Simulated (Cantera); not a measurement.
Pyrogenic steam for wet oxidation

An isothermal, constant-pressure homogeneous reactor starts with H2 : O2 : N2 = 1.7 : 1 : 11 (molar parts), equivalence ratio 0.85, at 1025 K and 278 Torr.

Computed with Cantera and the H2/O2 subset of GRI-Mech 3.0, which has no nitrogen chemistry. The temperature is held fixed by assumption; the heat of reaction is taken as removed at once.

```json
[
 {"t (s)": "6.00e-6", "x H2": "0.124", "x O2": "0.0730", "x O": "1.23e-12", "x H2O2": "<1e-12", "x H2O": "1.23e-12", "x H": "2.79e-11", "x OH": "<1e-12"},
 {"t (s)": "4.80e-5", "x H2": "0.124", "x O2": "0.0730", "x O": "3.86e-11", "x H2O2": "<1e-12", "x H2O": "2.04e-10", "x H": "3.46e-10", "x OH": "1.44e-11"},
 {"t (s)": "0.000383", "x H2": "0.124", "x O2": "0.0730", "x O": "1.71e-7", "x H2O2": "8.50e-10", "x H2O": "1.99e-6", "x H": "1.40e-6", "x OH": "6.22e-8"},
 {"t (s)": "0.00306", "x H2": "0.00147", "x O2": "0.0124", "x O": "8.31e-5", "x H2O2": "1.15e-6", "x H2O": "0.131", "x H": "0.000228", "x OH": "0.000152"},
 {"t (s)": "0.0245", "x H2": "7.27e-5", "x O2": "0.0117", "x O": "1.39e-6", "x H2O2": "2.48e-7", "x H2O": "0.132", "x H": "9.17e-7", "x OH": "1.44e-5"},
 {"t (s)": "0.196", "x H2": "1.45e-6", "x O2": "0.0117", "x O": "3.64e-8", "x H2O2": "1.54e-8", "x H2O": "0.132", "x H": "4.41e-9", "x OH": "3.15e-6"},
 {"t (s)": "1.57", "x H2": "1.24e-8", "x O2": "0.0117", "x O": "2.95e-9", "x H2O2": "1.57e-9", "x H2O": "0.132", "x H": "2.85e-11", "x OH": "9.44e-7"},
 {"t (s)": "12.5", "x H2": "1.33e-9", "x O2": "0.0117", "x O": "3.53e-10", "x H2O2": "1.96e-10", "x H2O": "0.132", "x H": "1.18e-12", "x OH": "3.26e-7"},
 {"t (s)": "100", "x H2": "3.81e-10", "x O2": "0.0117", "x O": "6.85e-11", "x H2O2": "3.88e-11", "x H2O": "0.132", "x H": "<1e-12", "x OH": "1.43e-7"}
]
```
x: mole fraction; the columns are a selection and need not sum to one.

Equilibrium at this temperature and pressure: H2 3.66e-10, O2 0.0117, O 5.90e-11, H2O2 3.35e-11, H2O 0.132, H <1e-12, OH 1.33e-7 (gas phase only).
